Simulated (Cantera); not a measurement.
**Hydrocarbon pyrolysis for carbon deposition**

An isothermal, constant-pressure homogeneous reactor starts with 4.55 % C2H4, 95.5 % H2, at 1500 K and 230 Pa.

Cantera simulation using GRI-Mech 3.0 (53 species, 325 reactions); the numbers are that mechanism's predictions, not measurements. GRI-Mech 3.0 was tuned for natural gas; its chemistry of ethylene as a main component is partial and can be far from experiment. GRI-Mech 3.0 stops at C3 and has no aromatics, soot or wall deposition, so with more carbon than oxygen in the feed, carbon stays in small species such as C2H2 where larger ones or solid carbon would form. Radical loss at walls, strong at low pressure, is not modelled.

```json
[
 {"t (s)": "0.000200", "x C2H4": "0.0455", "x H2": "0.955", "x C2H": "<1e-12", "x C2H6": "1.13e-11", "x CH2": "<1e-12"},
 {"t (s)": "0.000678", "x C2H4": "0.0454", "x H2": "0.955", "x C2H": "<1e-12", "x C2H6": "7.47e-11", "x CH2": "<1e-12"},
 {"t (s)": "0.00230", "x C2H4": "0.0454", "x H2": "0.955", "x C2H": "<1e-12", "x C2H6": "3.22e-10", "x CH2": "<1e-12"},
 {"t (s)": "0.00779", "x C2H4": "0.0453", "x H2": "0.955", "x C2H": "<1e-12", "x C2H6": "1.12e-9", "x CH2": "<1e-12"},
 {"t (s)": "0.0264", "x C2H4": "0.0450", "x H2": "0.955", "x C2H": "<1e-12", "x C2H6": "3.40e-9", "x CH2": "1.68e-12"},
 {"t (s)": "0.0894", "x C2H4": "0.0439", "x H2": "0.955", "x C2H": "2.50e-12", "x C2H6": "8.47e-9", "x CH2": "5.77e-12"},
 {"t (s)": "0.303", "x C2H4": "0.0402", "x H2": "0.955", "x C2H": "2.96e-11", "x C2H6": "1.90e-8", "x CH2": "1.86e-11"},
 {"t (s)": "1.03", "x C2H4": "0.0286", "x H2": "0.955", "x C2H": "2.90e-10", "x C2H6": "3.46e-8", "x CH2": "4.02e-11"},
 {"t (s)": "3.48", "x C2H4": "0.00646", "x H2": "0.956", "x C2H": "1.68e-9", "x C2H6": "1.70e-8", "x CH2": "2.28e-11"},
 {"t (s)": "11.8", "x C2H4": "2.92e-5", "x H2": "0.956", "x C2H": "1.22e-8", "x C2H6": "2.41e-10", "x CH2": "3.07e-12"},
 {"t (s)": "40.0", "x C2H4": "2.70e-5", "x H2": "0.956", "x C2H": "2.95e-8", "x C2H6": "2.70e-10", "x CH2": "2.02e-11"}
]
```
x: mole fraction; the columns are a selection and need not sum to one.

Equilibrium at this temperature and pressure: C2H4 2.68e-5, H2 0.956, C2H 3.08e-8, C2H6 5.09e-10, CH2 9.07e-10 (gas phase only).
